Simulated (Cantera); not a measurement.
Input (Python, Cantera) and output of one run.

```python
import numpy as np
import cantera as ct

gas_names = [...]  # 92 gases of nasa_gas.yaml made of C, H, N
cond_names = """
    C(gr) C6H6(L) C7H8(L) C8H18(L),n-octa
""".split()


# ... load() reads the species with a 1 bar reference pressure and builds the phases ...
atoms = {
    'C2H4': {'C': 2, 'H': 4},
    'NH3': {'N': 1, 'H': 3},
    'H2': {'H': 2},
}
top_T = {'C(gr)': 4500}  # K; cautious upper limits of use, not melting points


# ... equilibrate(T, P, feed) seeds the gas with the atoms and calls Mixture.equilibrate('TP', solver="vcs", rtol=1e-11, max_steps=5000) ...
results = []
T = 525  # K
P = 101325  # Pa
for m in [2.6, 4.6, 7.9, 14, 24, 41, 71]:
    feed = {'C2H4': 1, 'NH3': 1.2, 'H2': m}  # mol
    mix = equilibrate(T, P, feed)
    results.append((T, P, feed, dict(zip(mix.species_names, mix.species_moles))))

top = {s: max(r[3][s] / sum(r[3][g] for g in gas_names) for r in results) for s in gas_names}
cols = sorted((s for s in top if top[s] > 0.001), key=lambda s: -top[s])[:5]
seen = [c for c in cond_names if any(r[3].get(c, 0) > 1e-12 for r in results)]
print("log10 of partial pressures in bar; condensed amounts in mol")
print(f"{'n(H2)':>10s}" + "".join(f"{s[:9]:>10s}" for s in cols + seen))
for T, P, feed, n in results:
    ng = sum(n[g] for g in gas_names)
    print(f"{feed['H2']:10.4g}" + "".join(f"{np.log10(max(n[s] / ng * P / 1e5, 1e-99)):10.3f}" for s in cols)
          + "".join(f"{n.get(c, 0):10.4g}" for c in seen))
```

Result:

```
log10 of partial pressures in bar; condensed amounts in mol
     n(H2)        H2       CH4        N2       NH3
       2.6    -0.331    -0.384    -0.942    -1.715
       4.6    -0.210    -0.528    -1.114    -1.620
       7.9    -0.131    -0.696    -1.318    -1.604
        14    -0.077    -0.899    -1.574    -1.650
        24    -0.045    -1.107    -1.845    -1.737
        41    -0.025    -1.325    -2.141    -1.855
        71    -0.012    -1.555    -2.471    -2.002
```

Cantera equilibrium calculation (NASA polynomials, part measured and part estimated; ideal gas, pure solids and liquids).
